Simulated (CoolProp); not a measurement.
Model: reference Helmholtz-energy equation of state, Lemmon 2016, in CoolProp.

Problem. Give the vapour pressure (kPa), liquid density (kg/m³), vapour density (kg/m³), enthalpy of vaporisation (kJ/kg) of saturated R115 at 278.9, 281.5, 289.1 K.

Solution. 
```json
[
 {"T (K)": "278.9", "p (kPa)": "526", "liquid density (kg/m³)": "1370", "vapour density (kg/m³)": "40.7", "enthalpy of vaporisation (kJ/kg)": "105"},
 {"T (K)": "281.5", "p (kPa)": "569", "liquid density (kg/m³)": "1360", "vapour density (kg/m³)": "44.0", "enthalpy of vaporisation (kJ/kg)": "104"},
 {"T (K)": "289.1", "p (kPa)": "707", "liquid density (kg/m³)": "1330", "vapour density (kg/m³)": "54.9", "enthalpy of vaporisation (kJ/kg)": "99.7"}
]
```
